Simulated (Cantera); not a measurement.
Charge: 1 mol Si, 2.1 mol NF₃, 18 mol H₂, held at 1402 °C and 1000 Pa.

Cantera equilibrium calculation (NASA polynomials, part measured and part estimated; ideal gas, pure solids and liquids). Candidate condensed phases: Si, Si₃N₄; 37 gas species. The tables' values for SiF₃, SiF₂ are old estimates; treat these amounts as uncertain. The numbers say what is thermodynamically allowed, not how fast it happens.

Base state: H₂ 0.786, HF 0.117, N₂ 0.0493, SiF₄ 0.0384, SiF₃ 0.00754, H 0.00103, SiF₂ 0.000640, SiHF₃ 0.000388 (mole fractions); condensed: gas only.

Question: What changes in the equilibrium state with this change: temperature from 1402 °C to 1127 °C?

Answer: 
| species | before | after |
|---|---|---|
| H₂ | 0.786 | 0.794 |
| HF | 0.117 | 0.109 |
| N₂ | 0.0493 | 0.0495 |
| SiF₄ | 0.0384 | 0.0468 |
| SiF₂ | 0.000640 | 1.29e-6 |
| SiF₃ | 0.00754 | 0.000296 |
| H | 0.00103 | 4.34e-5 |
| SiHF₃ | 0.000388 | 7.76e-5 |
The tables' values for SiF₃ are old estimates; treat these amounts as uncertain.
